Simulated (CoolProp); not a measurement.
Values from CoolProp's reference Helmholtz-energy equation of state, Thol 2015.

Problem. Give the vapour pressure (MPa), enthalpy of vaporisation (kJ/kg), liquid cp (kJ/(kg K)), vapour Z of saturated octamethylcyclotetrasiloxane (D4) at 303.6, 324.1, 365 K.

Solution. 
| T (K) | p (MPa) | enthalpy of vaporisation (kJ/kg) | liquid cp (kJ/(kg K)) | vapour Z |
|---|---|---|---|---|
| 303.6 | 0.000200 | 184 | 1.68 | 0.999 |
| 324.1 | 0.000761 | 176 | 1.72 | 0.998 |
| 365 | 0.00619 | 162 | 1.80 | 0.991 |
